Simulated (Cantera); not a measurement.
Standard-state values (1 bar) from the NASA 1993 polynomials, evaluated with Cantera. Values are per mole of reaction as written; species without (g) are pure solids or liquids, kept so even where they would boil at 1 bar. VN: taken at fixed stoichiometry.

6 V2O3 + 2 NO(g) = 2 VN + 5 V2O4, with ΔH° = -440.1 kJ and ΔS° = -418.6 J/K at 300 K.

Problem. How far is the shortcut ΔG° ≈ ΔH°(300 K) − T·ΔS°(300 K) from the full temperature-dependent value at 848, 923, 998, 1073, 1148, 1223, 1298, 1373, 1448, 1523 K?

Solution. 
| T (K) | shortcut (kJ) | full (kJ) | difference (kJ) | difference in log10 K |
|---|---|---|---|---|
| 848 | -85.2 | -151.1 | 65.9 | -4.06 |
| 923 | -53.8 | -129.9 | 76.1 | -4.31 |
| 998 | -22.4 | -108.8 | 86.4 | -4.52 |
| 1073 | 9.0 | -87.7 | 96.7 | -4.71 |
| 1148 | 40.4 | -66.8 | 107.2 | -4.88 |
| 1223 | 71.8 | -45.8 | 117.6 | -5.02 |
| 1298 | 103.2 | -24.9 | 128.1 | -5.16 |
| 1373 | 134.6 | -4.0 | 138.6 | -5.27 |
| 1448 | 166.0 | 16.9 | 149.1 | -5.38 |
| 1523 | 197.4 | 37.8 | 159.5 | -5.47 |
The shortcut ignores the heat-capacity change of the reaction.
